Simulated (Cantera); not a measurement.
Equilibrium for hydrogen reduction and annealing atmospheres: CuO + H2 + H2O

Charge: 1 mol CuO, 1200 mol H2, 2.7 mol H2O, equilibrated at 0.510 bar.

These are equilibrium values from Cantera (NASA tables, ideal gas, pure condensed phases), not measurements of a reactor. Candidate condensed phases: Cu, CuO, Cu(OH)2, Cu2O, H2O; 12 gas species. The numbers say what is thermodynamically allowed, not how fast it happens.

From 1325 K to 1350 K the condensed part is Cu(s). From 1375 K to 1500 K the condensed part is Cu(l). The main Cu-bearing gas is Cu throughout.

```tsv
T (K)	log p H2	log p H2O	log p H	log p Cu	log p Cu2	log p OH	n Cu(s)	n Cu(l)
1325	-0.29	-2.80	-5.93	-6.55	-10.53	-10.28	0.999	0
1350	-0.29	-2.80	-5.77	-6.31	-10.19	-10.07	0.999	0
1375	-0.29	-2.80	-5.61	-6.08	-9.88	-9.87	0	0.998
1400	-0.29	-2.80	-5.46	-5.87	-9.58	-9.67	0	0.997
1425	-0.29	-2.80	-5.31	-5.66	-9.29	-9.48	0	0.995
1450	-0.29	-2.80	-5.17	-5.46	-9.02	-9.30	0	0.992
1475	-0.29	-2.80	-5.03	-5.27	-8.75	-9.13	0	0.987
1500	-0.29	-2.80	-4.90	-5.08	-8.49	-8.96	0	0.981
```
log p: log10 of the partial pressure in bar; n: condensed amount in mol.
